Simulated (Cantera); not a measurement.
**N2O furnace oxynitridation**

An isothermal, constant-pressure homogeneous reactor starts with 57.5 % N2O, 42.5 % N2, at 1275 K and 1.70 bar.

Model: GRI-Mech 3.0 (53 species, 325 reactions), integrated in Cantera. GRI-Mech 3.0 was tuned for natural gas; its chemistry of N2O as a main component is partial and can be far from experiment. The mechanism lacks the step 2 NO + O2 → 2 NO2, which can matter for NO2 below about 1400 K. The temperature is held fixed by assumption; the heat of reaction is taken as removed at once.

```json
[
 {"t (s)": "3.00e-5", "x N2O": "0.575", "x N2": "0.425", "x O2": "2.27e-5", "x NO": "7.22e-6", "x NO2": "5.15e-10", "x O": "4.96e-6"},
 {"t (s)": "7.25e-5", "x N2O": "0.575", "x N2": "0.425", "x O2": "6.10e-5", "x NO": "1.94e-5", "x NO2": "3.69e-9", "x O": "4.97e-6"},
 {"t (s)": "0.000175", "x N2O": "0.574", "x N2": "0.426", "x O2": "0.000153", "x NO": "4.87e-5", "x NO2": "2.31e-8", "x O": "4.97e-6"},
 {"t (s)": "0.000424", "x N2O": "0.574", "x N2": "0.426", "x O2": "0.000377", "x NO": "0.000120", "x NO2": "1.36e-7", "x O": "4.97e-6"},
 {"t (s)": "0.00103", "x N2O": "0.572", "x N2": "0.427", "x O2": "0.000915", "x NO": "0.000290", "x NO2": "7.49e-7", "x O": "4.96e-6"},
 {"t (s)": "0.00248", "x N2O": "0.568", "x N2": "0.429", "x O2": "0.00221", "x NO": "0.000697", "x NO2": "3.75e-6", "x O": "4.95e-6"},
 {"t (s)": "0.00599", "x N2O": "0.559", "x N2": "0.434", "x O2": "0.00528", "x NO": "0.00166", "x NO2": "1.57e-5", "x O": "4.90e-6"},
 {"t (s)": "0.0145", "x N2O": "0.538", "x N2": "0.446", "x O2": "0.0124", "x NO": "0.00386", "x NO2": "5.08e-5", "x O": "4.78e-6"},
 {"t (s)": "0.0350", "x N2O": "0.491", "x N2": "0.472", "x O2": "0.0281", "x NO": "0.00857", "x NO2": "0.000129", "x O": "4.51e-6"},
 {"t (s)": "0.0847", "x N2O": "0.401", "x N2": "0.523", "x O2": "0.0587", "x NO": "0.0173", "x NO2": "0.000274", "x O": "3.94e-6"},
 {"t (s)": "0.205", "x N2O": "0.261", "x N2": "0.602", "x O2": "0.107", "x NO": "0.0291", "x NO2": "0.000472", "x O": "2.96e-6"},
 {"t (s)": "0.495", "x N2O": "0.114", "x N2": "0.688", "x O2": "0.159", "x NO": "0.0383", "x NO2": "0.000627", "x O": "1.64e-6"},
 {"t (s)": "1.20", "x N2O": "0.0241", "x N2": "0.742", "x O2": "0.193", "x NO": "0.0407", "x NO2": "0.000664", "x O": "4.68e-7"},
 {"t (s)": "2.90", "x N2O": "0.000984", "x N2": "0.756", "x O2": "0.202", "x NO": "0.0406", "x NO2": "0.000635", "x O": "5.84e-8"},
 {"t (s)": "7.00", "x N2O": "1.03e-6", "x N2": "0.756", "x O2": "0.202", "x NO": "0.0406", "x NO2": "0.000623", "x O": "3.88e-8"}
]
```
x: mole fraction; the columns are a selection and need not sum to one.

Equilibrium at this temperature and pressure: N2O 3.00e-8, N2 0.777, O2 0.223, NO 0.000345, NO2 5.56e-6, O 4.07e-8 (gas phase only).
